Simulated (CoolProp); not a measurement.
A closed Brayton cycle with carbon dioxide: compressor inlet 312.15 K and 9.7 MPa, high pressure 20.7 MPa, turbine inlet 670 K, compressor efficiency 0.89, turbine efficiency 0.9, recuperator effectiveness 0.95 (on enthalpy, no pinch check). Each further row changes one setting.

Computed with CoolProp (reference Helmholtz-energy equation of state, Span 1996).

```csv
case,thermal efficiency (%),net work (kJ/kg),compressor to turbine work,compressor exit (K),turbine exit (K)
as stated,30.0,61.3,0.23,336.1,588.2
turbine inlet 620 K,27.7,53.8,(withheld),336.1,(withheld)
compressor inlet 322.15 K,29.0,(withheld),0.35,(withheld),588.2
high pressure 17.6 MPa,28.0,50.3,0.21,(withheld),605.5
recuperator effectiveness 0.5,17.4,61.3,0.23,336.1,588.2
```

Q: What belongs in the gaps?

A: 
- turbine inlet 620 K, compressor to turbine work: 0.25
- turbine inlet 620 K, turbine exit (K): 541.3
- compressor inlet 322.15 K, net work (kJ/kg): 51.9
- compressor inlet 322.15 K, compressor exit (K): 370.4
- high pressure 17.6 MPa, compressor exit (K): 330.6
